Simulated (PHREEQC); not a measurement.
Consider water at 75 °C with 12 mmol/kgw MnCl2, 0.0074 mmol/kgw CaSO4 and 0.96 mmol/kgw (NH4)2SO4. Closed to the air; pH follows from the charge balance.

All values are PHREEQC results (ion-association model, phreeqc.dat), not measurements.

```json
{
 "pH": "5.37",
 "ionic_strength": "0.0359 mol/kgw",
 "specific_conductance": "6180 µS/cm"
}
```

```json
[
 {"species": "Cl-", "molality": "0.0235", "activity": "0.0192", "log γ": "-0.086"},
 {"species": "Mn+2", "molality": "0.0110", "activity": "0.00540", "log γ": "-0.309"},
 {"species": "NH4+", "molality": "0.00191", "activity": "0.00154", "log γ": "-0.092"},
 {"species": "MnCl+", "molality": "0.000510", "activity": "0.000423", "log γ": "-0.081"},
 {"species": "MnSO4", "molality": "0.000485", "activity": "0.000489", "log γ": "0.004"},
 {"species": "SO4-2", "molality": "0.000477", "activity": "0.000225", "log γ": "-0.326"},
 {"species": "Ca+2", "molality": "7.21e-6", "activity": "3.46e-6", "log γ": "-0.318"},
 {"species": "NH4SO4-", "molality": "5.43e-6", "activity": "4.48e-6", "log γ": "-0.084"},
 {"species": "H+", "molality": "5.03e-6", "activity": "4.30e-6", "log γ": "-0.068"},
 {"species": "NH3", "molality": "4.10e-6", "activity": "4.13e-6", "log γ": "0.004"}
]
```

No solid was allowed to form. Complexes and solids missing from the database can't appear. Constants without temperature data keep their 25 °C values here.
